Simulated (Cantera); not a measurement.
A perfectly stirred reactor is fed with CO : H₂ : CH₄ : O₂ : N₂ = 1 : 0.93 : 1.4 : 2.51 : 30.1 (molar parts), equivalence ratio 1.5, at 5850 Torr; it is adiabatic with a 375 K inlet, and is followed from long to short residence time, starting on the burning branch (τ in s: 0.1, 0.046, 0.021, 0.0095, 0.0044, 0.002, 0.00092, 0.00042, 0.00019, 8.8e-05, 4e-05, 1.8e-05).

Model: GRI-Mech 3.0 (53 species, 325 reactions), integrated in Cantera.

Q: What does this change do: 0.84 parts H2O added?

A: 
| quantity | before | after |
|---|---|---|
| blow-out, bracketed by the residence times tried | burning at 0.100 s, out at 46.0 ms | not reached |
| x(CO) at τ = 0.100 s | 0.0314 | 0.0272 |
| x(H₂) at τ = 0.100 s | 0.0165 | 0.0253 |
| x(CH₄) at τ = 0.100 s | 0.00974 | 0.0381 |
| x(HCO) at τ = 0.100 s | 1.48e-8 | <1e-12 |
| x(H₂O₂) at τ = 0.100 s | 6.99e-6 | <1e-12 |
| x(CO) at τ = 0.920 ms | 0.0278 | 0.0272 |
| x(H₂) at τ = 0.920 ms | 0.0259 | 0.0253 |
| x(CH₄) at τ = 0.920 ms | 0.0390 | 0.0381 |
| x(HCO) at τ = 0.920 ms | <1e-12 | <1e-12 |
| x(H₂O₂) at τ = 0.920 ms | <1e-12 | <1e-12 |
| state | not reached | not burning at any residence time tried |

Q: What does this change do: inlet temperature 375 to 800 K?

A: 
```json
[
 {"quantity": "blow-out, bracketed by the residence times tried", "before": "burning at 0.100 s, out at 46.0 ms", "after": "burning at 4.40 ms, out at 2.00 ms"},
 {"quantity": "x(CO) at τ = 0.100 s", "before": "0.0314", "after": "0.0292"},
 {"quantity": "x(H₂) at τ = 0.100 s", "before": "0.0165", "after": "0.0186"},
 {"quantity": "x(CH₄) at τ = 0.100 s", "before": "0.00974", "after": "0.00468"},
 {"quantity": "x(HCO) at τ = 0.100 s", "before": "1.48e-8", "after": "4.28e-9"},
 {"quantity": "x(H₂O₂) at τ = 0.100 s", "before": "6.99e-6", "after": "1.26e-8"},
 {"quantity": "x(CO) at τ = 0.920 ms", "before": "0.0278", "after": "0.0278"},
 {"quantity": "x(H₂) at τ = 0.920 ms", "before": "0.0259", "after": "0.0259"},
 {"quantity": "x(CH₄) at τ = 0.920 ms", "before": "0.0390", "after": "0.0390"},
 {"quantity": "x(HCO) at τ = 0.920 ms", "before": "<1e-12", "after": "<1e-12"},
 {"quantity": "x(H₂O₂) at τ = 0.920 ms", "before": "<1e-12", "after": "1.70e-12"}
]
```
